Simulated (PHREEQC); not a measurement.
PHREEQC input (ion-association model, phreeqc.dat):

```
SOLUTION_SPECIES
  CO3-2 + 10 H+ + 8 e- = CH4 + 3 H2O  # shut off: no methane
    -log_k -100
    -delta_h 0
    -analytic -100
SOLUTION 1
  temp 25
  units mol/kgw
  pH 7 charge
END
SELECTED_OUTPUT 1
  -reset false
  -pH true
  -pe true
  -ionic_strength true
  -water true
  -totals C C(-4) C(4) Mtg
  -molalities H+ CO3-2 OH- HCO3- CO2 (CO2)2
USER_PUNCH 1
  -headings p_CO2(g) phi_CO2(g) p_Mtg(g) phi_Mtg(g) p_H2O(g) phi_H2O(g) density
  10 PUNCH PR_P("CO2(g)"), PR_PHI("CO2(g)"), PR_P("Mtg(g)"), PR_PHI("Mtg(g)"), PR_P("H2O(g)"), PR_PHI("H2O(g)"), RHO
PRINT
  -reset false
USE solution 1
REACTION_TEMPERATURE 1
  10
GAS_PHASE 1
  -fixed_pressure
  -pressure 5
  -temperature 10
  -volume 20
  CO2(g) 3.25
  Mtg(g) 1.75
  H2O(g) 0
END
# ... the last block is repeated for the other 8 points of T (°C)
```

Selected output (columns that matter, 9 of 9 rows; T (°C) added in front):

```
T (°C)	pH	mu	C	Mtg	m_H+	m_OH-	m_CO2	p_CO2(g)	phi_CO2(g)	p_Mtg(g)	phi_Mtg(g)	p_H2O(g)	phi_H2O(g)	density
10	3.6231	0.00024225	0.16526	0.0041561	0.00024225	1.2584e-11	0.16444	3.1769	0.96834	1.8103	0.98822	0.012829	0.958	1.0015
20	3.6498	0.00022777	0.12119	0.0031137	0.00022777	3.1147e-11	0.12051	3.1856	0.97142	1.7902	0.98952	0.024203	0.96138	0.99953
30	3.6812	0.00021185	0.092722	0.0025002	0.00021185	7.1795e-11	0.092144	3.1836	0.97413	1.7728	0.9907	0.043606	0.96432	0.99666
40	3.7163	0.00019531	0.073504	0.002121	0.00019531	1.5524e-10	0.073	3.1702	0.97653	1.7544	0.99178	0.075375	0.96681	0.99302
50	3.7548	0.0001787	0.059981	0.0018786	0.0001787	3.1699e-10	0.059536	3.1429	0.97865	1.7316	0.99281	0.12549	0.96884	0.9887
60	3.7963	0.00016233	0.050074	0.0017192	0.00016233	6.1503e-10	0.049678	3.0973	0.98052	1.7008	0.99382	0.20195	0.9704	0.98376
70	3.841	0.00014639	0.042506	0.0016102	0.00014639	1.1405e-09	0.042153	3.0271	0.9822	1.6579	0.99484	0.31508	0.97147	0.97825
80	3.8893	0.00013092	0.036451	0.0015293	0.00013092	2.0329e-09	0.036139	2.9241	0.98371	1.598	0.99595	0.47788	0.97205	0.97222
90	3.942	0.0001159	0.031343	0.0014587	0.0001159	3.5039e-09	0.031071	2.7782	0.98514	1.5155	0.99723	0.70628	0.97213	0.96569
```

Away from 25 °C the constants follow the database's enthalpies or fits; those with neither stay at their 25 °C values.
